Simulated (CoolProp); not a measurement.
A single-stage vapour-compression cycle with R410A: evaporating at 221.15 K (dew point), condensing at 291.15 K (bubble point), superheat 5 K, subcooling 2 K, compressor efficiency 0.7, no pressure losses. Each further row changes one setting.

The numbers come from the reference Helmholtz-energy equation of state, Lemmon 2003 in CoolProp. It is a pseudo-pure fit of the blend.

| case | cooling COP | pressure ratio | discharge temperature (K) | refrigerating effect (kJ/kg) | volumetric capacity (kJ/m³) |
|---|---|---|---|---|---|
| as stated | 1.58 | 14.0 | 375.4 | 178 | 702 |
| evaporating temperature 226.15 K | 1.78 | 10.9 | 366.8 | 181 | 901 |
| condensing temperature 286.15 K | 1.76 | 12.1 | 366.6 | 186 | 733 |
| subcooling 7 K | 1.65 | 14.0 | 375.4 | 186 | 733 |
| superheat 15 K | 1.57 | 14.0 | 388.6 | 186 | 696 |
| compressor efficiency 0.6 | 1.35 | 14.0 | 393.8 | 178 | 702 |
